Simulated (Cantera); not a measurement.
Input: 1 mol CHF3, 0.4 mol HCl, held at 0.820 bar.

Method: chemical equilibrium by Gibbs-energy minimisation in Cantera with the NASA 1993 tables (ideal gas, pure condensed phases). Candidate condensed phases: C, C6H6, C7H8, C8H18; 118 gas species. Gases not in the tables: C2F6 and larger saturated fluorocarbons. Kinetics and transport are ignored.

x: gas mole fraction; n: condensed amount in mol.

```tsv
T (K)	x HF	x CF4	x Cl	x HCl	x Cl2	x CF2	n C(graphite)
1498	0.587	0.234	0.0104	0.134	0.0269	2.21e-5	0.531
1573	0.597	0.228	0.0179	0.119	0.0300	6.37e-5	0.538
1648	0.606	0.223	0.0284	0.104	0.0315	0.000166	0.545
1723	0.613	0.217	0.0421	0.0889	0.0310	0.000396	0.552
1798	0.618	0.211	0.0586	0.0749	0.0288	0.000875	0.558
1873	0.622	0.205	[?]	[?]	[?]	[?]	0.563
1948	0.625	0.199	[?]	[?]	[?]	[?]	0.568
2023	0.625	0.192	0.113	0.0398	0.0162	0.00652	0.570
2098	0.625	0.185	0.128	0.0311	0.0121	0.0115	0.569
2173	0.622	0.176	0.140	0.0241	0.00868	0.0192	0.565
```

Question: Some entries are withheld; supply them.

Answer: 
- 1873, x Cl: 0.0769
- 1873, x HCl: 0.0619
- 1873, x Cl2: 0.0251
- 1873, x CF2: 0.00181
- 1948, x Cl: 0.0956
- 1948, x HCl: 0.0501
- 1948, x Cl2: 0.0207
- 1948, x CF2: 0.00353
